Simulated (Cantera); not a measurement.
**Ignition delay**

Mixture: 26.6 % CO, 2.93 % H2, 14.8 % O2, 55.7 % N2, at 750 Torr, adiabatic and at constant volume. Ignition delay is the time to a rise of 400 K.

Cantera simulation using GRI-Mech 3.0 (53 species, 325 reactions); the numbers are that mechanism's predictions, not measurements. Where the delays flatten at high temperature, the 400 K rule measures the pace of heat release, not the induction time.

```tsv
T0 (K)	delay (ms)
1175	0.119
1250	0.0872
1325	0.0700
1400	0.0598
1475	0.0536
1550	0.0502
1625	0.0488
1700	0.0490
1775	0.0506
```
